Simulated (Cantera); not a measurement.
Feed: 1 mol SO₂, 1 mol O₂, equilibrated at 36000 Torr.

Equilibrium computed with Cantera from the NASA thermochemical tables; the gas is ideal and each condensed phase is pure. Candidate condensed phases: S; 10 gas species. The ideal-gas law is rough above about 30 bar. Equilibrium is a limit: real reactors are often held back by kinetics, nucleation or transport. All values below are at 1425 K.

Base state: O₂ 0.472, SO₂ 0.417, SO₃ 0.111 (mole fractions); condensed: gas only.

### Question
What changes in the equilibrium state with this change: pressure from 36000 Torr to 143 Torr?

### Answer
```tsv
species	before	after
O₂	0.472	0.498
SO₂	0.417	0.494
SO₃	0.111	0.00850
```
